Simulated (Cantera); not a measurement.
A Cantera script and its output.

```python
import numpy as np
import cantera as ct

gas = ct.Solution("gri30.yaml")
gas.TPX = 1975, 1333, {'NO': 1, 'N2': 0.82}
reactor = ct.IdealGasConstPressureReactor(gas, energy="off", clone=False)
net = ct.ReactorNet([reactor])
net.rtol, net.atol = 1e-08, 1e-18
show = ['NO', 'O', 'O2', 'N2', 'N2O', 'NO2']
times = np.geomspace(1e-06, 20, 15)

steps = ct.SolutionArray(gas, extra=["t"])
rows = []
print(f"{'t/s':>10s}{'T/K':>9s}{'P/Pa':>11s}" + "".join(f"{s:>11s}" for s in show))
for t in times:
    while net.time < t:
        t_next = net.step()
        steps.append(gas.state, t=t_next)
    rows.append([np.interp(t, steps.t, y) for y in (steps.T, steps.P, *steps(*show).X.T)])
    print(f"{t:10.3e}{rows[-1][0]:9.1f}{rows[-1][1]:11.4g}" + "".join(f"{x:11.3e}" for x in rows[-1][2:]))
rate = np.gradient(steps.T, steps.t)
print("integrator steps:", len(steps.t))
if steps.T.max() > steps.T[0] + 200:
    print(f"time of steepest temperature rise: {steps.t[rate.argmax()]:.4e} s")
gas.TPX = 1975, 1333, {'NO': 1, 'N2': 0.82}
gas.equilibrate("TP")
print(f"equilibrium (TP): T = {gas.T:.1f} K  " + "  ".join(f"{s} {gas[s].X[0]:.3e}" for s in show))
```

Result:

```
       t/s      T/K       P/Pa         NO          O         O2         N2        N2O        NO2
 1.000e-06   1975.0       1333  5.495e-01  3.890e-09  1.935e-14  4.505e-01  3.890e-09  1.708e-14
 3.323e-06   1975.0       1333  5.495e-01  1.293e-08  2.106e-13  4.505e-01  1.292e-08  1.859e-13
 1.104e-05   1975.0       1333  5.495e-01  4.295e-08  2.329e-12  4.505e-01  4.294e-08  2.055e-12
 3.669e-05   1975.0       1333  5.495e-01  1.428e-07  2.577e-11  4.505e-01  1.426e-07  2.270e-11
 1.219e-04   1975.0       1333  5.494e-01  4.747e-07  2.846e-10  4.505e-01  4.734e-07  2.494e-10
 4.051e-04   1975.0       1333  5.494e-01  1.582e-06  3.160e-09  4.505e-01  1.567e-06  2.725e-09
 1.346e-03   1975.0       1333  5.494e-01  5.304e-06  3.511e-08  4.505e-01  5.137e-06  2.869e-08
 4.472e-03   1975.0       1333  5.494e-01  1.815e-05  3.976e-07  4.506e-01  1.635e-05  2.732e-07
 1.486e-02   1975.0       1333  5.493e-01  6.571e-05  4.891e-06  4.506e-01  4.711e-05  1.986e-06
 4.938e-02   1975.0       1333  5.489e-01  2.432e-04  7.034e-05  4.507e-01  9.961e-05  8.027e-06
 1.641e-01   1975.0       1333  5.470e-01  5.654e-04  8.033e-04  4.515e-01  1.101e-04  1.447e-05
 5.452e-01   1975.0       1333  5.396e-01  6.943e-04  4.427e-03  4.552e-01  1.007e-04  1.906e-05
 1.811e+00   1975.0       1333  5.128e-01  8.954e-04  1.771e-02  4.685e-01  8.463e-05  2.960e-05
 6.019e+00   1975.0       1333  4.143e-01  1.379e-03  6.661e-02  5.176e-01  4.744e-05  4.624e-05
 2.000e+01   1975.0       1333  1.648e-01  2.135e-03  1.909e-01  6.421e-01  6.171e-06  3.225e-05
integrator steps: 652
equilibrium (TP): T = 1975.0 K  NO 7.766e-03  O 2.491e-03  O2 2.693e-01  N2 7.205e-01  N2O 4.831e-08  NO2 1.824e-06
```

Cantera simulation using GRI-Mech 3.0 (53 species, 325 reactions); the numbers are that mechanism's predictions, not measurements. Radical loss at walls, strong at low pressure, is not modelled.
